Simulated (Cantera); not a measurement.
A Cantera script and its output.

```python
import numpy as np
import cantera as ct

gas = ct.Solution("gri30.yaml")
gas.TPX = 1023, 33000, {'CO': 0.0024, 'O2': 0.025, 'H2O': 0.04, 'N2': 1}
reactor = ct.IdealGasConstPressureReactor(gas, energy="off", clone=False)
net = ct.ReactorNet([reactor])
net.rtol, net.atol = 1e-08, 1e-18
show = ['CO', 'O2', 'H2O', 'O', 'NO2', 'CO2', 'OH']
times = np.geomspace(4e-06, 100, 9)

steps = ct.SolutionArray(gas, extra=["t"])
rows = []
print(f"{'t/s':>10s}{'T/K':>9s}{'P/Pa':>11s}" + "".join(f"{s:>11s}" for s in show))
for t in times:
    while net.time < t:
        t_next = net.step()
        steps.append(gas.state, t=t_next)
    rows.append([np.interp(t, steps.t, y) for y in (steps.T, steps.P, *steps(*show).X.T)])
    print(f"{t:10.3e}{rows[-1][0]:9.1f}{rows[-1][1]:11.4g}" + "".join(f"{x:11.3e}" for x in rows[-1][2:]))
rate = np.gradient(steps.T, steps.t)
print("integrator steps:", len(steps.t))
if steps.T.max() > steps.T[0] + 200:
    print(f"time of steepest temperature rise: {steps.t[rate.argmax()]:.4e} s")
gas.TPX = 1023, 33000, {'CO': 0.0024, 'O2': 0.025, 'H2O': 0.04, 'N2': 1}
gas.equilibrate("TP")
print(f"equilibrium (TP): T = {gas.T:.1f} K  " + "  ".join(f"{s} {gas[s].X[0]:.3e}" for s in show))
```

Output:

```
       t/s      T/K       P/Pa         CO         O2        H2O          O        NO2        CO2         OH
 4.000e-06   1023.0    3.3e+04  2.248e-03  2.342e-02  3.747e-02  1.254e-13  1.874e-37  1.255e-13  3.311e-15
 3.364e-05   1023.0    3.3e+04  2.248e-03  2.342e-02  3.747e-02  1.046e-12  9.143e-35  1.057e-12  4.369e-14
 2.828e-04   1023.0    3.3e+04  2.248e-03  2.342e-02  3.747e-02  8.287e-12  8.497e-32  9.159e-12  1.328e-12
 2.378e-03   1023.0    3.3e+04  2.248e-03  2.342e-02  3.747e-02  8.129e-11  5.831e-28  1.716e-10  5.806e-11
 2.000e-02   1023.0    3.3e+04  2.244e-03  2.342e-02  3.747e-02  1.238e-06  1.845e-16  4.571e-06  1.192e-06
 1.682e-01   1023.0    3.3e+04  2.337e-04  2.243e-02  3.750e-02  3.085e-06  2.426e-11  2.017e-03  1.130e-05
 1.414e+00   1023.0    3.3e+04  2.970e-06  2.232e-02  3.752e-02  4.410e-08  4.024e-11  2.248e-03  1.831e-06
 1.189e+01   1023.0    3.3e+04  1.129e-08  2.232e-02  3.752e-02  1.115e-09  5.585e-12  2.251e-03  3.061e-07
 1.000e+02   1023.0    3.3e+04  4.860e-12  2.232e-02  3.752e-02  1.243e-10  5.082e-12  2.251e-03  1.020e-07
integrator steps: 1565
equilibrium (TP): T = 1023.0 K  CO 3.452e-12  O2 2.231e-02  H2O 3.752e-02  O 8.151e-11  NO2 1.230e-07  CO2 2.251e-03  OH 8.258e-08
```

Cantera simulation using GRI-Mech 3.0 (53 species, 325 reactions); the numbers are that mechanism's predictions, not measurements.
